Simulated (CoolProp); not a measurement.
Properties of R1234ze(E) along the isobar 4.72 bar (Tc = 109.4 °C, pc = 36.35 bar, ω = 0.313).

Model: reference Helmholtz-energy equation of state, Thol 2016, in CoolProp.

| T (°C) | phase | Z | cv (kJ/(kg K)) | isothermal compressibility (1/MPa) | conductivity (mW/(m K)) | Prandtl number |
|---|---|---|---|---|---|---|
| -13.65 | liquid | 0.01949 | 0.8752 | 0.002304 | 88.3 | 4.49 |
| -2.95 | liquid | 0.01917 | 0.8856 | 0.002725 | 84.3 | 4.16 |
| 7.75 | liquid | 0.01892 | 0.8968 | 0.003269 | 80.4 | 3.87 |
| 18.45 | liquid | 0.01874 | 0.9088 | 0.003993 | 76.5 | 3.63 |
| 29.15 | gas | 0.8856 | 0.8388 | 2.427 | 13.9 | 0.874 |
| 39.85 | gas | 0.9003 | 0.8512 | [?] | 14.9 | 0.851 |
| 50.55 | gas | 0.9124 | 0.8639 | 2.339 | 15.8 | 0.833 |
| 61.25 | gas | 0.9225 | 0.8771 | 2.309 | 16.7 | 0.819 |
| 71.95 | gas | 0.9311 | 0.8905 | 2.284 | 17.6 | 0.808 |
| 82.65 | gas | 0.9385 | [?] | 2.264 | 18.6 | 0.799 |
| 93.35 | gas | 0.9448 | 0.9182 | 2.247 | 19.5 | 0.792 |
| 104.05 | gas | 0.9503 | 0.9323 | 2.233 | 20.4 | 0.787 |
| 114.75 | gas | 0.9551 | [?] | 2.221 | [?] | 0.783 |
| 125.45 | gas | 0.9593 | 0.9607 | 2.210 | 22.2 | 0.780 |
| 136.15 | gas | 0.9631 | 0.9750 | 2.201 | 23.1 | 0.777 |
| 146.85 | gas | 0.9664 | 0.9892 | 2.193 | 24.0 | 0.776 |

### Question
What belongs in the gaps?

### Answer

- 39.85, isothermal compressibility (1/MPa): 2.377
- 82.65, cv (kJ/(kg K)): 0.9043
- 114.75, cv (kJ/(kg K)): 0.9465
- 114.75, conductivity (mW/(m K)): 21.3

Viscosity comes from a separate model (Bell 2016), an estimate that may be off by 10 % or more. Thermal conductivity comes from a separate model (Perkins 2011).
